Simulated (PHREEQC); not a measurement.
A column of 0.1 m (30 cells, dispersivity 0.008 m, 720 s a shift, diffusion coefficient 3e-10 m²/s) holds 0.012 eq of the database's cation exchanger X per kg of pore water, first in equilibrium with 0.078 mol (NH4)2SO4 and 1e-05 mol HCl per kg of water. It is flushed with 2.9 mmol/kgw Na2SO4 and 0.01 mmol/kgw HCl, at 15 °C. Values are for the last cell. CO2 from the air is kept out. Nothing may precipitate in this run.

Base run: PHREEQC, ion-association model, phreeqc.dat. Each further column changes one thing. The table gives NaX on the exchanger (mol/kgw).

```
pore volumes      base  exchange capacity from 0.012 to 0.006 eq/kgw  dispersivity from 0.008 to 0.016 m
------------  --------  --------------------------------------------  ----------------------------------
0                    0                                             0                                   0
0.4833         4.38e-6                                       2.39e-6                             1.45e-5
1.183         0.000221                                      0.000129                            0.000239
1.65          0.000678                                      0.000449                          (withheld)
2.117          0.00142                                       0.00105                             0.00121
2.817          0.00271                                       0.00209                             0.00232
3.283          0.00354                                       0.00270                             0.00307
3.75           0.00431                                    (withheld)                             0.00379
4.217          0.00501                                    (withheld)                          (withheld)
4.917          0.00595                                    (withheld)                             0.00538
5.383          0.00651                                       0.00456                             0.00593
5.85           0.00701                                       0.00482                             0.00644
6.55           0.00770                                    (withheld)                             0.00712
7.017          0.00811                                       0.00530                          (withheld)
```

Question: Complete the blanks.

Answer: 
- 1.65, dispersivity from 0.008 to 0.016 m: 0.000614
- 3.75, exchange capacity from 0.012 to 0.006 eq/kgw: 0.00323
- 4.217, exchange capacity from 0.012 to 0.006 eq/kgw: 0.00369
- 4.217, dispersivity from 0.008 to 0.016 m: 0.00447
- 4.917, exchange capacity from 0.012 to 0.006 eq/kgw: 0.00425
- 6.55, exchange capacity from 0.012 to 0.006 eq/kgw: 0.00513
- 7.017, dispersivity from 0.008 to 0.016 m: 0.00752
